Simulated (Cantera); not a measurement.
## Adiabatic ignition

An adiabatic, constant-pressure homogeneous reactor starts with CH₃OH : O₂ : N₂ : CO₂ = 1 : 1.85 : 13 : 2.8 (molar parts), at 1598 K and 2.96 atm.

Computed with Cantera and GRI-Mech 3.0 (53 species, 325 reactions). GRI-Mech 3.0 was tuned for natural gas; its chemistry of methanol as a main component is partial and can be far from experiment.

```tsv
t (s)	T (K)	x CH₃OH	x O₂	x CO₂	x C₂H₂	x N₂O
1.00e-5	1598	0.0526	0.0986	0.150	6.75e-10	4.10e-9
3.39e-5	1626	0.0376	0.0909	0.148	7.59e-9	6.06e-8
0.000115	2145	<1e-12	0.0329	0.162	<1e-12	5.87e-7
0.000389	2301	<1e-12	0.0248	0.181	<1e-12	5.17e-7
0.00132	2337	<1e-12	0.0227	0.186	<1e-12	4.28e-7
0.00447	2337	<1e-12	0.0225	0.186	<1e-12	4.25e-7
0.0152	2335	<1e-12	0.0220	0.186	<1e-12	4.23e-7
0.0514	2331	<1e-12	0.0210	0.186	<1e-12	4.24e-7
0.174	2329	<1e-12	0.0205	0.186	<1e-12	4.27e-7
0.590	2329	<1e-12	0.0204	0.186	<1e-12	4.27e-7
2.00	2329	<1e-12	0.0204	0.186	<1e-12	4.27e-7
```
x: mole fraction; the columns are a selection and need not sum to one.

| Quantity | Value |
|---|---|
| time of steepest temperature rise | 55.7 µs |
| temperature at 2.00 s | 2329 K |
| equilibrium temperature | 2329 K |
| x(CH₃OH) at 2.00 s | <1e-12 (gas-phase equilibrium <1e-12) |
| x(O₂) at 2.00 s | 0.0204 (gas-phase equilibrium 0.0204) |
| x(CO₂) at 2.00 s | 0.186 (gas-phase equilibrium 0.186) |
